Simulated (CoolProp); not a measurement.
A simple Rankine cycle with R365MFC: condensing at 325.15 K, boiler at 1.63 MPa, turbine inlet 426.3 K, turbine efficiency 0.6, pump efficiency 0.8, no recuperator. Each further row changes one setting.

Values from CoolProp's reference Helmholtz-energy equation of state, Lemmon 2016.

```csv
case,thermal efficiency (%),net work (kJ/kg),heat in (kJ/kg),turbine exit temperature (K),volume ratio over the turbine
as stated,9.5,(withheld),272,(withheld),(withheld)
turbine inlet 446.3 K,(withheld),28.3,302,(withheld),12.4
condensing temperature 317.15 K,10.3,29.1,284,379.2,17.4
boiler pressure 1.14 MPa,8.4,23.8,283,393.9,8.28
turbine efficiency 0.5,7.8,21.3,272,386.5,13.5
```

### Question
Fill in the missing entries.

### Answer

- as stated, net work (kJ/kg): 25.9
- as stated, turbine exit temperature (K): 382.6
- as stated, volume ratio over the turbine: 13.3
- turbine inlet 446.3 K, thermal efficiency (%): 9.4
- turbine inlet 446.3 K, turbine exit temperature (K): 406.2
